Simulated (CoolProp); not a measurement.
R123 along the isotherm 45.85 °C: density (kg/m³) from the reference equation and from simpler models built on Tc = 183.7 °C, pc = 3.662 MPa, ω = 0.282; each cubic takes its own stable root.

Model: reference Helmholtz-energy equation of state, Younglove 1994, in CoolProp. It is a modified Benedict-Webb-Rubin equation, recast in Helmholtz form.

| p (MPa) | phase | reference | van der Waals | Redlich-Kwong | Soave-Redlich-Kwong |
|---|---|---|---|---|---|
| 0.366 | liquid | 1410 | 22.78 | 1223 | 1279 |
| 0.732 | liquid | 1411 | ___ | 1226 | 1281 |
| 1.1 | liquid | 1412 | 846.7 | 1229 | 1283 |
| 1.46 | liquid | 1414 | 850.3 | 1231 | ___ |
| 1.83 | liquid | 1415 | 853.9 | 1234 | 1287 |
| 2.2 | liquid | 1416 | 857.3 | ___ | 1289 |
| 2.56 | liquid | 1418 | 860.5 | 1240 | 1291 |
| 2.93 | liquid | 1419 | 863.7 | 1242 | 1293 |
| 3.3 | liquid | 1420 | 866.7 | 1245 | 1295 |
| 3.66 | liquid | 1421 | 869.6 | 1247 | 1297 |
| 4.03 | liquid | 1423 | 872.4 | 1250 | 1298 |
| 4.39 | liquid | 1424 | 875.1 | 1252 | 1300 |
| 4.76 | liquid | 1425 | 877.8 | 1255 | 1302 |
| 5.13 | liquid | 1426 | 880.4 | 1257 | 1304 |
| 5.49 | liquid | 1427 | ___ | 1259 | 1306 |

Question: What belongs in the gaps?

Answer: 
- 0.732, van der Waals: 842.9
- 1.46, Soave-Redlich-Kwong: 1285
- 2.2, Redlich-Kwong: 1237
- 5.49, van der Waals: 882.9

At some of these states van der Waals gives the other phase, because its saturation line lies elsewhere.
